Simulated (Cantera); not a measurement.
# Ignition delay

Mixture: 16.6 % CH₄, 17.5 % O₂, 65.9 % N₂, equivalence ratio 1.9, at 1.00 bar, adiabatic and at constant volume. Ignition delay is the time to a rise of 400 K.

Model: GRI-Mech 3.0 (53 species, 325 reactions), integrated in Cantera.

```csv
T0 (K),delay (ms)
1398,4.57
1473,1.93
1548,0.881
1623,0.436
1698,0.234
```

| Property | Value |
|---|---|
| apparent activation energy between 1548 and 1698 K | 190 kJ/mol |
